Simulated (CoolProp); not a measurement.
Vapour-liquid equilibrium of dimethyl ether (1) + R236EA (2) at 70.85 °C; x and y are mole fractions of (1).

Values from CoolProp's multi-fluid Helmholtz-energy mixture model, Wu 2011 and Rui 2013; pair parameters Bell 2016.

```
x      bubble pressure, mixture model (kPa)  bubble pressure, Raoult's law (kPa)  y, mixture model  y, Raoult's law
-----  ------------------------------------  -----------------------------------  ----------------  ---------------
0.05                                  804.3                                852.4             0.054            0.108
0.125                                 813.3                                930.4             0.140            0.247
0.2                                   827.8                                 1008             0.232            0.365
0.275                                 850.3                                 1086             0.330            0.466
0.35                                  883.5                                 1165             0.432            0.553
0.425                                 930.2                                 1243             0.535            0.630
0.5                                   993.3                                 1321             0.634            0.697
0.575                                  1075                                 1399             0.725            0.757
0.65                                   1176                                 1477             0.804            0.810
0.725                                  1297                                 1555             0.869            0.858
0.8                                    1435                                 1633             0.920            0.902
0.875                                  1584                                 1711             0.958            0.942
0.95                                   1739                                 1789             0.986            0.978
```

The largest gap from Raoult's law is -25.2 % in bubble pressure, at x = 0.425. No azeotrope shows between x = 0.05 and 0.95.

Pair parameters are fitted to limited data, so mixtures are less certain than the pure fluids.
